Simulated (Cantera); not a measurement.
Cantera run, input and output.

```python
import numpy as np
import cantera as ct

gas = ct.Solution("gri30.yaml")
gas.TPX = 1473, 100000, {'C2H4': 1, 'H2': 8.1}
inlet = ct.Reservoir(gas, clone=True)

reactor = ct.IdealGasConstPressureReactor(gas, energy="off", clone=False)
exhaust = ct.Reservoir(gas, clone=True)
tau = [2.1, 0.77, 0.29, 0.11, 0.04, 0.015, 0.0057, 0.0021, 0.00079, 0.0003][0]
for a, b in ((inlet, reactor), (reactor, exhaust)):
    ct.MassFlowController(a, b, mdot=lambda t: reactor.mass / tau)
net = ct.ReactorNet([reactor])
show = ['C2H4', 'H2', 'CH2', 'C2H', 'H', 'C2H6']

rows = []
print(f"{'tau/s':>10s}{'T/K':>9s}" + "".join(f"{s:>11s}" for s in show))
for tau in [2.1, 0.77, 0.29, 0.11, 0.04, 0.015, 0.0057, 0.0021, 0.00079, 0.0003]:
    net.initial_time = 0.0
    net.advance(30 * tau)
    before = gas.X
    net.advance(40 * tau)
    drift = np.max(np.abs(gas.X - before) / (gas.X + 1e-9))
    rows.append([gas.T, *gas[show].X, drift])
    print(f"{tau:10.3e}{gas.T:9.1f}" + "".join(f"{x:11.3e}" for x in gas[show].X))
```

It prints:

```
     tau/s      T/K       C2H4         H2        CH2        C2H          H       C2H6
 2.100e+00   1473.0  1.381e-02  8.353e-01  5.282e-10  1.194e-09  1.447e-05  9.857e-05
 7.700e-01   1473.0  1.714e-02  8.511e-01  5.896e-10  1.704e-09  1.783e-05  1.169e-04
 2.900e-01   1473.0  2.095e-02  8.658e-01  6.682e-10  2.435e-09  2.295e-05  1.424e-04
 1.100e-01   1473.0  2.543e-02  8.769e-01  7.349e-10  3.288e-09  2.950e-05  1.755e-04
 4.000e-02   1473.0  3.215e-02  8.844e-01  7.702e-10  4.034e-09  3.688e-05  2.250e-04
 1.500e-02   1473.0  4.313e-02  8.883e-01  7.788e-10  4.193e-09  4.318e-05  3.019e-04
 5.700e-03   1473.0  6.019e-02  8.900e-01  7.726e-10  3.454e-09  4.706e-05  4.106e-04
 2.100e-03   1473.0  8.127e-02  8.904e-01  7.302e-10  1.994e-09  4.705e-05  5.080e-04
 7.900e-04   1473.0  9.779e-02  8.904e-01  5.975e-10  7.203e-10  4.053e-05  4.763e-04
 3.000e-04   1473.0  1.070e-01  8.902e-01  2.967e-10  9.167e-11  2.162e-05  2.288e-04
```

Detailed kinetics in Cantera: GRI-Mech 3.0 (53 species, 325 reactions). GRI-Mech 3.0 was tuned for natural gas; its chemistry of ethylene as a main component is partial and can be far from experiment. GRI-Mech 3.0 stops at C3 and has no aromatics, soot or wall deposition, so with more carbon than oxygen in the feed, carbon stays in small species such as C2H2 where larger ones or solid carbon would form.
